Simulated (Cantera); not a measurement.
Charge: 1 mol TEOS, 0.15 mol CO₂, at 705 Torr.

Equilibrium computed with Cantera from the NASA thermochemical tables; the gas is ideal and each condensed phase is pure. Candidate condensed phases: C, C₆H₆, C₇H₈, C₈H₁₈, H₂O, Si, SiC, SiO₂; 123 gas species. The feed counts by its element totals alone. Equilibrium is a limit: real reactors are often held back by kinetics, nucleation or transport. All values below are at 552 °C.

Base state: H₂ 0.527, CH₄ 0.236, H₂O 0.175, CO₂ 0.0334, CO 0.0281 (mole fractions); condensed: C(graphite) + SiO₂(α-quartz).

Problem. What changes in the equilibrium state with this change: CO₂ from 0.15 to 18 mol?

Solution. 
```csv
species,before,after
CO₂,0.0334,0.540
H₂O,0.175,0.189
H₂,0.527,0.141
CH₄,0.236,0.0169
CO,0.0281,0.113
"C(graphite), mol",5.62,7.58
"SiO₂(α-quartz), mol",1.00,1.00
```
